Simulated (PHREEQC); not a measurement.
Consider water at 25 °C with 3.1 mmol/kgw HCl and 0.72 mmol/kgw NaCl. Closed to the air; pH follows from the charge balance.

Model: ion-association model, wateq4f.dat, run in PHREEQC.

Each row changes one thing in this solution. This is a speciation only: nothing precipitates in the calculation.

```tsv
case	pH	ionic strength (mol/kgw)	SI of Halite (NaCl)
as made	2.54	0.00382	-7.20
NaCl from 0.00072 to 0.00144 mol/kgw	2.54	?	-6.83
NaCl from 0.00072 to 0.00036 mol/kgw	2.53	0.00346	-7.54
diluted 10-fold with water	3.52	0.000382	-9.16
NaCl replaced by Na2SiF6 at the same molality	2.58	?	-7.00
HCl left out	7.00	0.000720	?
```

What belongs in the gaps?


- NaCl from 0.00072 to 0.00144 mol/kgw, ionic strength (mol/kgw): 0.00454
- NaCl replaced by Na2SiF6 at the same molality, ionic strength (mol/kgw): 0.00460
- HCl left out, SI of Halite (NaCl): -7.89

Some of these states are supersaturated (in Quartz (slow to form), Chalcedony (slow to form), for instance). SiF6-2 is the database's only silicon fluoride.
